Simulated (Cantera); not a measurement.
A closed system holds: 1 mol TEOS, 8.4 mol CO2, 18 mol N2, held at 0.000160 bar.

Cantera equilibrium calculation (NASA polynomials, part measured and part estimated; ideal gas, pure solids and liquids). Candidate condensed phases: C, C6H6, C7H8, C8H18, H2O, Si, SiC, SiO2, Si2N2O, Si3N4; 151 gas species. The feed counts by its element totals alone. The tables hold silica as quartz up to 1696 K and as liquid above; real silica turns to tridymite and cristobalite and melts near 1996 K. Rates play no part.

x: gas mole fraction; n: condensed amount in mol.

```tsv
T (°C)	x N2	x CO	x H2	x CO2	x H2O	n SiO2(α-quartz)	n SiO2(β-quartz)
450	0.405	0.320	0.221	0.0496	0.00447	1.00	0
550	0.405	0.324	0.217	0.0456	0.00844	1.00	0
650	0.405	0.328	0.212	0.0411	0.0130	0	1.00
750	0.405	0.333	0.208	0.0366	0.0175	0	1.00
850	0.405	0.337	0.204	0.0325	0.0215	0	1.00
950	0.405	0.340	0.200	0.0291	0.0250	0	1.00
1050	0.405	0.343	0.197	___	___	0	1.000
1150	0.405	0.346	0.195	___	0.0303	0	1.000
1250	0.405	0.347	0.192	0.0218	0.0324	0	0.995
```

### Question
Some entries are withheld; supply them.

### Answer

- 1150, x CO2: 0.0237
- 1050, x CO2: 0.0262
- 1050, x H2O: 0.0279
